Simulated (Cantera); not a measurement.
## Catalytic stagnation flow on Pt

A jet of CH4 : O2 : N2 = 0.08 : 0.12 : 0.79 (molar parts), equivalence ratio 1.3 at 300 K and 35.3 Torr hits a platinum plate 2.6 cm away at a mass flux of 0.044 kg/m²/s; the plate temperature is set and raised in steps from an oxygen-covered start.

Model: Deutschmann's 1995 Pt surface mechanism with GRI-Mech 3.0 gas chemistry, integrated in Cantera. Catalytic surfaces can have several steady states; this one follows from the mechanism file's or the stated starting coverage.

```json
[
 {"plate T (K)": "900", "wall x CH4": "0.0553", "wall x O2": "0.0662", "wall x H2O": "0.0482", "wall x OH": "4.84e-8", "wall x CO": "2.58e-5", "wall x CO2": "0.0317", "θ free Pt": "0.281", "θ O*": "0.718", "θ OH*": "0.00143", "θ CO*": "3.26e-5", "θ C*": "1.16e-7"},
 {"plate T (K)": "950", "wall x CH4": "0.0139", "wall x O2": "0.00664", "wall x H2O": "0.122", "wall x OH": "<1e-8", "wall x CO": "0.0540", "wall x CO2": "0.0185", "θ free Pt": "0.783", "θ O*": "3.15e-5", "θ OH*": "2.17e-5", "θ CO*": "0.212", "θ C*": "0.00441"},
 {"plate T (K)": "1000", "wall x CH4": "0.0117", "wall x O2": "0.00578", "wall x H2O": "0.124", "wall x OH": "<1e-8", "wall x CO": "0.0601", "wall x CO2": "0.0140", "θ free Pt": "0.868", "θ O*": "2.06e-5", "θ OH*": "1.52e-5", "θ CO*": "0.127", "θ C*": "0.00471"},
 {"plate T (K)": "1050", "wall x CH4": "0.0106", "wall x O2": "0.00538", "wall x H2O": "0.123", "wall x OH": "<1e-8", "wall x CO": "0.0614", "wall x CO2": "0.0138", "θ free Pt": "0.926", "θ O*": "2.04e-5", "θ OH*": "1.31e-5", "θ CO*": "0.0704", "θ C*": "0.00342"},
 {"plate T (K)": "1100", "wall x CH4": "0.0102", "wall x O2": "0.00528", "wall x H2O": "0.121", "wall x OH": "1.62e-8", "wall x CO": "0.0599", "wall x CO2": "0.0161", "θ free Pt": "0.960", "θ O*": "2.59e-5", "θ OH*": "1.27e-5", "θ CO*": "0.0376", "θ C*": "0.00196"},
 {"plate T (K)": "1150", "wall x CH4": "0.0100", "wall x O2": "0.00534", "wall x H2O": "0.118", "wall x OH": "4.15e-8", "wall x CO": "0.0571", "wall x CO2": "0.0196", "θ free Pt": "0.978", "θ O*": "3.62e-5", "θ OH*": "1.30e-5", "θ CO*": "0.0200", "θ C*": "0.00105"},
 {"plate T (K)": "1200", "wall x CH4": "0.0101", "wall x O2": "0.00549", "wall x H2O": "0.115", "wall x OH": "1.00e-7", "wall x CO": "0.0535", "wall x CO2": "0.0237", "θ free Pt": "0.988", "θ O*": "5.18e-5", "θ OH*": "1.35e-5", "θ CO*": "0.0108", "θ C*": "0.000565"},
 {"plate T (K)": "1250", "wall x CH4": "0.0102", "wall x O2": "0.00567", "wall x H2O": "0.111", "wall x OH": "2.29e-7", "wall x CO": "0.0494", "wall x CO2": "0.0283", "θ free Pt": "0.993", "θ O*": "7.37e-5", "θ OH*": "1.41e-5", "θ CO*": "0.00599", "θ C*": "0.000310"}
]
```
x: mole fraction at the wall; θ: surface coverage.
